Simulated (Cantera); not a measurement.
Cantera run, input and output.

```python
import numpy as np
import cantera as ct

gas = ct.Solution("gri30.yaml", transport_model="mixture-averaged")
show = ['NO', 'CO2', 'H2O']

rows = []
print(f"{'T/K':>7s}{'rho':>11s}{'cp':>10s}{'mu':>11s}{'lambda':>11s}{'Pr':>7s}" + "".join(f"{'D_' + s:>11s}" for s in show))
for T in [400, 550, 700, 850, 1000, 1150, 1300]:
    gas.TPX = T, 14000, {'O2': 0.34, 'N2O': 0.15}
    Pr = gas.cp_mass * gas.viscosity / gas.thermal_conductivity
    D = [gas.mix_diff_coeffs_mole[gas.species_index(s)] for s in show]
    rows.append([gas.density, gas.cp_mass, gas.viscosity, gas.thermal_conductivity, Pr, *D])
    print(f"{T:7g}{gas.density:11.4e}{gas.cp_mass:10.1f}{gas.viscosity:11.4e}"
          f"{gas.thermal_conductivity:11.4e}{Pr:7.3f}" + "".join(f"{d:11.4e}" for d in D))
print("SI units: kg/m3, J/kg/K, Pa s, W/m/K, m2/s")
```

Output:

```
    T/K        rho        cp         mu     lambda     Pr       D_NO      D_CO2      D_H2O
    400 1.5018e-01     952.3 2.3273e-05 3.1018e-02  0.714 2.2399e-04 1.7141e-04 2.5984e-04
    550 1.0922e-01    1019.7 2.9629e-05 4.2187e-02  0.716 3.8887e-04 3.0424e-04 4.7616e-04
    700 8.5817e-02    1076.1 3.5233e-05 5.2714e-02  0.719 5.8648e-04 4.6467e-04 7.4259e-04
    850 7.0673e-02    1119.6 4.0325e-05 6.2567e-02  0.722 8.1392e-04 6.4998e-04 1.0535e-03
   1000 6.0072e-02    1152.3 4.5042e-05 7.1828e-02  0.723 1.0691e-03 8.5823e-04 1.4049e-03
   1150 5.2236e-02    1175.2 4.9471e-05 8.0594e-02  0.721 1.3505e-03 1.0880e-03 1.7937e-03
   1300 4.6209e-02    1195.1 5.3669e-05 8.8953e-02  0.721 1.6568e-03 1.3381e-03 2.2177e-03
SI units: kg/m3, J/kg/K, Pa s, W/m/K, m2/s
```

Computed with Cantera and GRI-Mech 3.0 (53 species, 325 reactions). The composition is frozen, though it would react at the higher temperatures.
